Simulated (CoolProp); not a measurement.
Saturation properties of acetone (Tc = 235.0 °C, pc = 4.692 MPa, ω = 0.307).

The numbers come from the reference Helmholtz-energy equation of state, Lemmon 2006 in CoolProp. It is a short technical equation, of lower accuracy than the large ones.

```
T (°C)  p (MPa)  liquid density (kg/m³)  vapour density (kg/m³)  enthalpy of vaporisation (kJ/kg)  surface tension (mN/m)
------  -------  ----------------------  ----------------------  --------------------------------  ----------------------
34.35   0.04533                   774.1                   1.064                             524.6                    21.5
44.25   0.06645                   762.8                   1.524                             514.2                    20.3
54.25   0.09516                   751.1                   2.137                             503.4                    19.1
64.15    0.1325              (withheld)                   2.923                             492.4                    17.9
74.15    0.1812                   727.1              (withheld)                             480.8                    16.7
84.05    0.2421                   714.7                   5.189                             469.0                    15.5
94.05    0.3186                   701.7              (withheld)                             456.4                    14.3
103.95   0.4116                   688.5                   8.676                             443.5                    13.1
```

Problem. Fill in the missing entries.

Solution. 
- 64.15, liquid density (kg/m³): 739.3
- 74.15, vapour density (kg/m³): 3.934
- 94.05, vapour density (kg/m³): 6.763

It boils at 56.1 °C under 1 atm.

Surface tension comes from a separate correlation (Mulero 2012).
